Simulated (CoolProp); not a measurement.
n-pentane along the isotherm 346.85 °C: Z from the reference equation and from simpler models built on Tc = 196.5 °C, pc = 3.368 MPa, ω = 0.251; each cubic takes its own stable root.

Model: reference Helmholtz-energy equation of state, Thol 2019, in CoolProp.

```csv
p (MPa),phase,reference
0.106,gas,0.9960
0.219,gas,0.9917
0.449,gas,0.9830
0.922,gas,0.9651
1.89,gas,0.9286
3.89,supercritical,0.8548
7.99,supercritical,0.7291
16.4,supercritical,0.7571
33.7,supercritical,1.143
```

Question: How far does each simpler model (Redlich-Kwong, Peng-Robinson) lie from the reference over these 9 states: mean and median of the absolute difference, and the worst?

Answer: 
- Redlich-Kwong: mean 1.3 %, median 0.6 %, worst -5.0 % at 346.85 °C and 7.99 MPa
- Peng-Robinson: mean 1.2 %, median 1.0 %, worst -3.8 % at 346.85 °C and 33.7 MPa
